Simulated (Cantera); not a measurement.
Charge: 1 mol Cr, 0.11 mol N₂O, 0.82 mol N₂, held at 2250 K and 100 Torr.

Equilibrium computed with Cantera from the NASA thermochemical tables; the gas is ideal and each condensed phase is pure. Candidate condensed phases: Cr, CrN, Cr₂N, Cr₂O₃; 14 gas species. Mutual solubility and eutectic melting of coexisting phases are not modelled. Equilibrium is a limit: real reactors are often held back by kinetics, nucleation or transport.

Base state: N₂ 0.901, Cr 0.0957, CrO 0.00297, CrO₂ 3.57e-5 (mole fractions); condensed: Cr(l) + Cr₂O₃(s).

**Question.** What changes in the equilibrium state with this change: temperature from 2250 K to 1173 K?

**Answer.** 
```csv
species,before,after
N₂,0.901,1.00
Cr,0.0957,<1e-9
CrO,0.00297,<1e-9
CrO₂,3.57e-5,<1e-9
"Cr(l), mol",0.827,0
"Cr₂O₃(s), mol",0.0356,0.0367
"CrN(s), mol",0,0.927
```
